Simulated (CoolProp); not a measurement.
The fluid at 298.15 K and 1.87 MPa flows at 6.3 m/s in a round tube of 50 mm bore and 45 µm roughness, fully developed (64/Re and Nu = 3.66 if laminar; Colebrook and Gnielinski if turbulent). The same conditions are run with several fluids, on thermodynamics alone (safety and materials aside).

Computed with CoolProp (reference Helmholtz-energy equation of state of each fluid (propylene: Lemmon 2013; o-xylene: Zhou 2012; n-pentane: Thol 2019; R22: Kamei 1995; ethanol: Schroeder 2014)).

### Question
Rank propylene, o-xylene, n-pentane, R22, ethanol by Reynolds number, highest first.

### Answer
R22 (2910000), propylene (1660000), n-pentane (1060000), o-xylene (360000), ethanol (226000)

```json
[
 {"fluid": "propylene", "Darcy friction factor": "0.0193", "pressure drop (Pa/m)": "3910", "heat-transfer coefficient (W/(m² K))": "14100", "mass flow (kg/h)": "22700"},
 {"fluid": "o-xylene", "Darcy friction factor": "0.0200", "pressure drop (Pa/m)": "6970", "heat-transfer coefficient (W/(m² K))": "7200", "mass flow (kg/h)": "39100"},
 {"fluid": "n-pentane", "Darcy friction factor": "0.0195", "pressure drop (Pa/m)": "4810", "heat-transfer coefficient (W/(m² K))": "11700", "mass flow (kg/h)": "27800"},
 {"fluid": "R22", "Darcy friction factor": "0.0193", "pressure drop (Pa/m)": "9140", "heat-transfer coefficient (W/(m² K))": "17000", "mass flow (kg/h)": "53200"},
 {"fluid": "ethanol", "Darcy friction factor": "0.0205", "pressure drop (Pa/m)": "6390", "heat-transfer coefficient (W/(m² K))": "6870", "mass flow (kg/h)": "35000"}
]
```

Transport values come from each fluid's own correlations; those of propylene, n-pentane, R22 are estimates that may be off by 10 % or more.
